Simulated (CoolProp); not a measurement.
Saturated liquid density (kg/m³) of acetone: the reference equation beside estimates from Tc = 235.0 °C, pc = 4.692 MPa, ω = 0.307. Rackett uses Z = 0.29056 − 0.08775 ω.

Model: reference Helmholtz-energy equation of state, Lemmon 2006, in CoolProp. It is a short technical equation, of lower accuracy than the large ones.

```csv
T (°C),reference,Rackett,Peng-Robinson
32.35,776.4,682.2,685.2
42.45,764.8,672.2,676.0
52.65,753.0,661.8,666.3
62.85,740.9,651.1,656.0
72.95,728.6,640.3,645.2
83.15,715.8,629.0,633.7
93.25,702.8,617.6,621.6
103.45,689.2,605.6,608.6
```

Absolute difference from the reference over all 8 rows, mean and median: Rackett 12.1 and 12.1 %, Peng-Robinson 11.6 and 11.5 %.
